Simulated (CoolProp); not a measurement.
A single-stage vapour-compression cycle with the fluid: evaporating at 196.15 K (dew point), condensing at 240.15 K (bubble point), superheat 2 K, subcooling 2 K, compressor efficiency 0.9, no pressure losses. The same conditions are run with several fluids, on thermodynamics alone (safety and materials aside).

Model: reference Helmholtz-energy equation of state of each fluid (nitrous oxide: Lemmon 2006; R125: Lemmon 2005; R143a: Lemmon and Jacobsen 2000; propylene: Lemmon 2013; hydrogen sulfide: Lemmon 2006; CH2F2 (R32): Tillner-Roth 1997), in CoolProp.

```
fluid             cooling COP  pressure ratio  discharge temperature (K)  refrigerating effect (kJ/kg)  volumetric capacity (kJ/m³)
----------------  -----------  --------------  -------------------------  ----------------------------  ---------------------------
nitrous oxide               ?            6.21                      314.3                           287                         1540
R125                        ?            10.6                      261.4                           134                          188
R143a                    3.40            9.89                      273.3                           193                          192
propylene                3.42            8.91                          ?                           381                          208
hydrogen sulfide         3.24            8.49                      350.5                           483                          405
CH2F2 (R32)              3.24            10.5                      334.6                           343                          252
```

Task: What belongs in the gaps?

Result: 
- nitrous oxide, cooling COP: 3.17
- R125, cooling COP: 3.36
- propylene, discharge temperature (K): 284.9
